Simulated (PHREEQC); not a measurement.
**Brine**

A solution holds 5.7 mol/kgw LiBr, 0.87 mol/kgw BaCl2 and 0.38 mol/kgw MgCl2, at 25 °C. Closed to the air; pH follows from the charge balance.

Model: Pitzer model, pitzer.dat, run in PHREEQC.

Each row changes one thing in this solution. Precipitation was switched off in this run.

```csv
case,pH,SI of Bischofite (MgCl2:6H2O),SI of MgCl2_4H2O (MgCl2:4H2O)
as made,4.22,-3.73,-5.60
diluted 5-fold with water,6.38,-7.18,-9.51
diluted 2-fold with water,5.57,-5.44,-7.65
BaCl2 replaced by NaCl at the same molality,4.23,-3.94,-5.84
BaCl2 from 0.87 to 1.3 mol/kgw,4.17,-3.56,-5.40
BaCl2 replaced by HCl at the same molality,-1.80,-3.83,-5.70
```
